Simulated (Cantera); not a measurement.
Input (Python, Cantera) and output of one run.

```python
import numpy as np
import cantera as ct

gas_names = [...]  # 113 gases of nasa_gas.yaml made of C, H, O, Pb
cond_names = """
    C(gr) C6H6(L) C7H8(L) C8H18(L),n-octa H2O(s) H2O(L) Pb(cr) Pb(L) PbO(rd) PbO(yw) PbO(L) PbO2(s)
    Pb3O4(s)
""".split()


# ... load() reads the species with a 1 bar reference pressure and builds the phases ...
atoms = {
    'PbO': {'Pb': 1, 'O': 1},
    'C': {'C': 1},
    'H2': {'H': 2},
}
top_T = {'C(gr)': 4500, 'Pb3O4(s)': 820}  # K; cautious upper limits of use, not melting points


# ... equilibrate(T, P, feed) seeds the gas with the atoms and calls Mixture.equilibrate('TP', solver="vcs", rtol=1e-11, max_steps=5000) ...
results = []
feed = {'PbO': 1, 'C': 2.3, 'H2': 9.5}  # mol
T = 1448  # K
for P in [10, 42, 180, 750, 3200, 13000, 56000, 240000, 1000000]:
    mix = equilibrate(T, P, feed)
    results.append((T, P, feed, dict(zip(mix.species_names, mix.species_moles))))

top = {s: max(r[3][s] / sum(r[3][g] for g in gas_names) for r in results) for s in gas_names}
cols = sorted((s for s in top if top[s] > 1e-06), key=lambda s: -top[s])[:6]
seen = [c for c in cond_names if any(r[3].get(c, 0) > 1e-12 for r in results)]
print("log10 of partial pressures in bar; condensed amounts in mol")
print(f"{'P/Pa':>10s}" + "".join(f"{s[:9]:>10s}" for s in cols + seen))
for T, P, feed, n in results:
    ng = sum(n[g] for g in gas_names)
    print(f"{P:10.4g}" + "".join(f"{np.log10(max(n[s] / ng * P / 1e5, 1e-99)):10.3f}" for s in cols)
          + "".join(f"{n.get(c, 0):10.4g}" for c in seen))
```

Result:

```
log10 of partial pressures in bar; condensed amounts in mol
      P/Pa        H2        CO        Pb       CH4       H2O         H     C(gr)     Pb(L)
        10    -4.083    -5.061    -5.061   -10.643   -11.740    -7.077       1.3         0
        42    -3.460    -4.438    -4.438    -9.397   -10.494    -6.765       1.3         0
       180    -2.828    -3.805    -3.805    -8.132    -9.229    -6.449       1.3         0
       750    -2.208    -3.186    -3.186    -6.893    -7.990    -6.139       1.3         0
      3200    -1.578    -2.556    -2.556    -5.633    -6.730    -5.824     1.299         0
   1.3e+04    -0.969    -1.947    -1.947    -4.415    -5.512    -5.520     1.297         0
   5.6e+04    -0.308    -1.284    -1.836    -3.092    -4.188    -5.189     1.286    0.7193
   2.4e+05     0.331    -0.643    -1.836    -1.815    -2.909    -4.870     1.239    0.9362
     1e+06     0.942    -0.020    -1.836    -0.592    -1.674    -4.564     1.061    0.9851
```

Cantera equilibrium calculation (NASA polynomials, part measured and part estimated; ideal gas, pure solids and liquids).
